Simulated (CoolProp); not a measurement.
Properties of carbon monoxide at several states.

Computed with CoolProp (reference Helmholtz-energy equation of state, Lemmon 2006). It is a short technical equation, of lower accuracy than the large ones.

```csv
T (K),p (bar),phase,density (kg/m³),speed of sound (m/s),expansivity (1/kK),fugacity coefficient
124.3,13.6,gas,45.10,205.3,14.76,0.8449
97.3,16.1,liquid,724.4,723.2,7.014,0.2610
158.1,23.1,gas,57.15,242.1,10.03,0.8741
143.3,90.8,supercritical,493.5,402.2,16.07,0.4421
318.6,1.5,gas,1.586,364.0,3.150,0.9997
```
